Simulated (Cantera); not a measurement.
A closed system holds: 1 mol SiCl₄, 0.39 mol C₃H₈, 18 mol H₂, held at 2177 °C and 0.480 bar.

These are equilibrium values from Cantera (NASA tables, ideal gas, pure condensed phases), not measurements of a reactor. Candidate condensed phases: C, C₆H₆, C₇H₈, C₈H₁₈, Si, SiC; 109 gas species. The tables' values for SiCl, SiCl₃ are old estimates; treat these amounts as uncertain. Gases not in the tables: Si₂H₆ and higher silanes. Kinetics and transport are ignored.

Base state: H₂ 0.793, HCl 0.157, H 0.0258, SiCl₂ 0.0102, C₂H₂ (acetylene) 0.00692, Cl 0.00363, Si 0.00143, SiCl 0.000884 (mole fractions); condensed: C(graphite) + SiC(s).

### Question
What changes in the equilibrium state with this change: temperature from 2177 °C to 1225 °C?

### Answer
```
species             before     after
----------------  --------  --------
H₂                   0.793     0.816
HCl                  0.157     0.181
SiCl₂               0.0102  0.000930
H                   0.0258   2.24e-5
Si                 0.00143     <1e-9
SiC₂              0.000321     <1e-9
C(graphite), mol     0.143     0.191
SiC(s), mol          0.700     0.961
```
The tables' values for SiCl₃ are old estimates; treat these amounts as uncertain.
